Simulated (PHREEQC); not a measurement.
Make-up at 90 °C: 0.0042 mol/kgw HF, 0.082 mol/kgw NH4HF2 and 0.057 mol/kgw (NH4)2SiF6. Closed to the air; pH follows from the charge balance.

Model: ion-association model, phreeqc.dat, run in PHREEQC.

```json
[
 {"quantity": "pH", "before": "3.51", "after": "3.63"},
 {"quantity": "F- (mol/kgw)", "before": "0.0646", "after": "0.00897"},
 {"quantity": "HF2- (mol/kgw)", "before": "0.0178", "after": "0.000360"},
 {"quantity": "NH3 (mol/kgw)", "before": "8.87e-6", "after": "1.63e-6"}
]
```

What was changed between the two runs?
A. diluted 5-fold with water
B. HF from 0.0042 to 0.0063 mol/kgw
C. temperature from 90 to 65 °C
D. HF from 0.0042 to 0.0021 mol/kgw
E. diluted 10-fold with water

E, diluted 10-fold with water

No solid was allowed to form. Away from 25 °C the constants follow the database's enthalpies or fits; those with neither stay at their 25 °C values. SiF6-2 is the database's only silicon fluoride.
